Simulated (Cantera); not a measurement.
A jet of 5.00 % CH4, 16.0 % O2, 79.0 % N2 at 300 K and 29000 Pa hits a platinum plate 3.8 cm away at a mass flux of 0.034 kg/m²/s; the plate temperature is set and raised in steps from an oxygen-covered start.

Detailed kinetics in Cantera: Deutschmann's 1995 Pt surface mechanism with GRI-Mech 3.0 gas chemistry. Catalytic surfaces can have several steady states; this one follows from the mechanism file's or the stated starting coverage.

One state of this run: wall x CH4 = 0.00362; wall x O2 = 0.0625; wall x H2O = 0.0847; wall x OH = 2.36e-6; wall x CO = 6.60e-6; wall x CO2 = 0.0560; θ free Pt = 0.482; θ O* = 0.516; θ OH* = 0.00222. x: mole fraction at the wall; θ: surface coverage.

Question: Which value of plate T (K) does it belong to?
(A) 1050
(B) 1150
(C) 900
(D) 950

Answer: B, 1150
